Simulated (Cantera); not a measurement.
Input (Python, Cantera) and output of one run.

```python
import numpy as np
import cantera as ct

gas_names = """
    C3H8 CCL4 TiCL3 CH2CL2 CH3 CH4 CL2
""".split()
cond_names = """
    TiCL4(L) TiC(s) TiC(L)
""".split()


def load(file, names, dense=False):
    # The tables refer to 1 bar. Condensed volumes are neglected.
    table = {s.name: s for s in ct.Species.list_from_file(file)}
    out = []
    for n in names:
        d = dict(table[n].input_data)
        d["thermo"] = dict(d["thermo"], **{"reference-pressure": 1e5})
        if dense:
            d["equation-of-state"] = {"model": "constant-volume", "density": "1e6 g/cm^3"}
        out.append(ct.Species.from_dict(d))
    return out


species = {s.name: s for s in load("nasa_gas.yaml", gas_names) + load("nasa_condensed.yaml", cond_names)}
# Each term lists the table entries of one substance; the one whose range holds T is used.
reactions = {
    'C3H8(g) + 4 TiCl4 + CCl4(g) = 4 TiCl3(g) + 4 CH2Cl2(g)':
        [(-1, ['C3H8']), (-4, ['TiCL4(L)']), (-1, ['CCL4']), (4, ['TiCL3']), (4, ['CH2CL2'])],
    '8 CH3(g) + 2 TiCl3(g) = 6 CH4(g) + 3 Cl2(g) + 2 TiC':
        [(-8, ['CH3']), (-2, ['TiCL3']), (6, ['CH4']), (3, ['CL2']), (2, ['TiC(s)', 'TiC(L)'])],
}


def pick(names, T):
    return next(species[n] for n in names if species[n].thermo.min_temp <= T <= species[n].thermo.max_temp)


results = []
for label, terms in reactions.items():
    print(label)
    print("     T/K   dH/kJ  dS/(J/K)   dG/kJ   log10 K")
    for T in [300, 350, 400, 450, 500, 550]:
        used = [(nu, pick(names, T)) for nu, names in terms]
        dH = sum(nu * s.thermo.h(T) for nu, s in used) / 1e6
        dS = sum(nu * s.thermo.s(T) for nu, s in used) / 1e3
        dG = dH - T * dS / 1e3
        logK = -dG * 1e6 / (ct.gas_constant * T * np.log(10))
        results.append((label, T, dH, dS, dG, logK, [s.name for _, s in used]))
        print(f"{T:8g} {dH:8.1f} {dS:8.1f} {dG:8.1f} {logK:8.2f}")
```

Result:

```
C3H8(g) + 4 TiCl4 + CCl4(g) = 4 TiCl3(g) + 4 CH2Cl2(g)
     T/K   dH/kJ  dS/(J/K)   dG/kJ   log10 K
     300    877.9    757.7    650.6  -113.27
     350    866.1    721.4    613.6   -91.58
     400    855.0    691.7    578.3   -75.52
     450    844.3    666.6    544.4   -63.19
     500    834.0    644.8    511.6   -53.45
     550    823.9    625.6    479.9   -45.57
8 CH3(g) + 2 TiCl3(g) = 6 CH4(g) + 3 Cl2(g) + 2 TiC
     T/K   dH/kJ  dS/(J/K)   dG/kJ   log10 K
     300   -912.5   -350.3   -807.4   140.57
     350   -915.9   -360.8   -789.6   117.84
     400   -919.0   -369.2   -771.3   100.72
     450   -921.9   -376.0   -752.7    87.37
     500   -924.4   -381.2   -733.8    76.65
     550   -926.5   -385.3   -714.6    67.87
```

Cantera with NASA thermochemical tables; ideal gases at 1 bar, condensed phases pure. TiC: taken at fixed stoichiometry. Condensed species are held in their standard states even where they would react or evaporate.
